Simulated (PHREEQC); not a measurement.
Solution (25 °C and 100 atm): 0.16 mol CuSO4, 0.011 mol ZnCl2 and 0.00026 mol HCl per kg of water. Closed to the air; pH follows from the charge balance.

The numbers come from PHREEQC with the ion-association model, phreeqc.dat.

```csv
quantity,before,after
ionic strength (mol/kgw),0.347,0.187
SO4-2 (mol/kgw),0.0764,0.0419
HSO4- (mol/kgw),0.000181,8.30e-5
```

**Question.** Which change was made?
(A) CuSO4 replaced by KHSO4 at the same molality
(B) temperature from 25 to 90 °C
(C) diluted 2-fold with water
(D) temperature from 25 to 75 °C
(E) temperature from 25 to 35 °C

**Answer.** C, diluted 2-fold with water

This is a speciation only: nothing precipitates in the calculation. Under pressure, the constants of complexes without a molar volume in the database are unreliable.
